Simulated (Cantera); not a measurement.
Input (Python, Cantera):

```python
import numpy as np
import cantera as ct

gas = ct.Solution("SiF4_NH3_mec.yaml", "gas")
gas.TPX = 2275, 130000, {'NH3': 1, 'H2': 0.26}
reactor = ct.IdealGasConstPressureReactor(gas, energy="off", clone=False)
net = ct.ReactorNet([reactor])
net.rtol, net.atol = 1e-08, 1e-18
show = ['NH3', 'H2', 'N2', 'N2H4', 'N2H2', 'NH', 'NH2']
times = np.geomspace(3e-06, 40, 10)

steps = ct.SolutionArray(gas, extra=["t"])
rows = []
print(f"{'t/s':>10s}{'T/K':>9s}{'P/Pa':>11s}" + "".join(f"{s:>11s}" for s in show))
for t in times:
    while net.time < t:
        t_next = net.step()
        steps.append(gas.state, t=t_next)
    rows.append([np.interp(t, steps.t, y) for y in (steps.T, steps.P, *steps(*show).X.T)])
    print(f"{t:10.3e}{rows[-1][0]:9.1f}{rows[-1][1]:11.4g}" + "".join(f"{x:11.3e}" for x in rows[-1][2:]))
rate = np.gradient(steps.T, steps.t)
print("integrator steps:", len(steps.t))
if steps.T.max() > steps.T[0] + 200:
    print(f"time of steepest temperature rise: {steps.t[rate.argmax()]:.4e} s")
gas.TPX = 2275, 130000, {'NH3': 1, 'H2': 0.26}
gas.equilibrate("TP")
print(f"equilibrium (TP): T = {gas.T:.1f} K  " + "  ".join(f"{s} {gas[s].X[0]:.3e}" for s in show))
```

Result:

```
       t/s      T/K       P/Pa        NH3         H2         N2       N2H4       N2H2         NH        NH2
 3.000e-06   2275.0    1.3e+05  7.925e-01  2.066e-01  4.979e-07  5.741e-08  5.068e-07  4.496e-06  8.230e-04
 1.857e-05   2275.0    1.3e+05  7.854e-01  2.100e-01  8.629e-04  9.309e-07  1.676e-05  6.609e-05  3.301e-03
 1.149e-04   2275.0    1.3e+05  7.372e-01  2.446e-01  1.424e-02  9.797e-07  1.843e-05  7.654e-05  3.386e-03
 7.114e-04   2275.0    1.3e+05  5.147e-01  4.054e-01  7.659e-02  5.605e-07  1.066e-05  7.409e-05  2.561e-03
 4.403e-03   2275.0    1.3e+05  9.691e-02  7.067e-01  1.937e-01  5.531e-08  1.370e-06  4.575e-05  8.047e-04
 2.725e-02   2275.0    1.3e+05  4.518e-04  7.726e-01  2.204e-01  1.239e-11  7.764e-10  2.311e-06  1.206e-05
 1.687e-01   2275.0    1.3e+05  3.986e-05  7.729e-01  2.205e-01  9.766e-14  9.052e-12  2.066e-07  1.071e-06
 1.044e+00   2275.0    1.3e+05  7.606e-06  7.729e-01  2.205e-01  3.565e-15  3.146e-12  3.943e-08  2.043e-07
 6.462e+00   2275.0    1.3e+05  5.594e-06  7.729e-01  2.205e-01  1.932e-15  3.043e-12  2.900e-08  1.503e-07
 4.000e+01   2275.0    1.3e+05  5.594e-06  7.729e-01  2.205e-01  1.932e-15  3.043e-12  2.899e-08  1.503e-07
integrator steps: 1729
equilibrium (TP): T = 2275.0 K  NH3 5.594e-06  H2 7.729e-01  N2 2.205e-01  N2H4 1.932e-15  N2H2 3.043e-12  NH 2.899e-08  NH2 1.503e-07
```

Model: the gas-phase N/H chemistry of the illustrative SiF4/NH3 mechanism in the Surface Chemkin manual (1991), integrated in Cantera. Walls and surfaces, which speed up NH3 decomposition in real reactors, are not modelled.
